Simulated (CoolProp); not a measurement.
Saturation properties of tetrahydrofuran.

Computed with CoolProp (reference Helmholtz-energy equation of state, Fiedler 2023).

| T (°C) | p (MPa) | vapour density (kg/m³) | liquid cp (kJ/(kg K)) |
|---|---|---|---|
| 60.95 | 0.08599 | 2.289 | 1.863 |
| 85.05 | 0.1813 | 4.588 | 1.966 |
| 109.25 | 0.3442 | 8.387 | ___ |
| 133.35 | 0.5987 | 14.25 | 2.194 |
| 157.45 | 0.9738 | 23.01 | 2.326 |
| 181.65 | 1.503 | ___ | ___ |
| 205.75 | 2.219 | 55.35 | 2.710 |
| 229.85 | ___ | 86.52 | 3.126 |
| 253.95 | 4.431 | 150.2 | 4.909 |

### Question
Fill in the missing entries.

### Answer

- 109.25, liquid cp (kJ/(kg K)): 2.076
- 181.65, vapour density (kg/m³): 35.98
- 181.65, liquid cp (kJ/(kg K)): 2.487
- 229.85, p (MPa): 3.170

It boils at 65.9 °C under 1 atm.
